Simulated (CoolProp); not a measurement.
A Linde-Hampson liquefier for methane: isothermal reversible compression at 230 K from 1 atm to 25 MPa, throttling to 1 atm, return gas leaving the recuperator 2 K below the feed. Each further row changes one setting.

Model: reference Helmholtz-energy equation of state, Setzmann 1991, in CoolProp.

| case | liquid yield per pass | compression work (kJ/kg of gas) |
|---|---|---|
| as stated | 0.404 | 559 |
| high pressure 50 MPa | ? | ? |
| warm-end temperature 260 K | 0.312 | 670 |
| warm-end gap 7 K | ? | 559 |

Question: What belongs in the gaps?

Answer: 
- high pressure 50 MPa, liquid yield per pass: 0.394
- high pressure 50 MPa, compression work (kJ/kg of gas): 639
- warm-end gap 7 K, liquid yield per pass: 0.396
